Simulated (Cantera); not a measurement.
Input: 1 mol PbO, 1.6 mol CO, a varied amount of H2, at 800 K and 110 Pa.

Equilibrium computed with Cantera from the NASA thermochemical tables; the gas is ideal and each condensed phase is pure. Candidate condensed phases: C, C6H6, C7H8, C8H18, H2O, Pb, PbO, PbO2, Pb3O4; 113 gas species. Kinetics and transport are ignored.

x: gas mole fraction; n: condensed amount in mol.

| n(H2) (mol) | x H2 | x CO | x CO2 | x H2O | n Pb(l) |
|---|---|---|---|---|---|
| 4.2 | 0.645 | 0.182 | 0.0937 | 0.0787 | 1.000 |
| 5.3 | 0.695 | 0.160 | 0.0715 | 0.0734 | 1.000 |
| 6.8 | 0.743 | 0.138 | 0.0524 | 0.0667 | 1.000 |
| 8.8 | 0.787 | 0.117 | 0.0370 | 0.0592 | 0.999 |
| 11 | 0.821 | 0.1000 | 0.0270 | 0.0524 | 0.999 |
| 14 | 0.852 | ? | ? | ? | 0.999 |
| 19 | 0.885 | 0.0660 | 0.0116 | 0.0370 | 0.999 |
| 24 | 0.906 | 0.0545 | 0.00792 | 0.0312 | 0.999 |
| 31 | 0.925 | 0.0439 | 0.00513 | 0.0256 | 0.998 |
| 39 | 0.939 | ? | ? | ? | 0.998 |
| 50 | 0.952 | 0.0288 | 0.00220 | 0.0172 | 0.997 |
| 64 | 0.962 | 0.0229 | 0.00140 | 0.0139 | 0.996 |

### Question
Fill in the missing entries.

### Answer

- 39, x CO: 0.0359
- 39, x CO2: 0.00343
- 39, x H2O: 0.0213
- 14, x CO: 0.0837
- 14, x CO2: 0.0188
- 14, x H2O: 0.0453
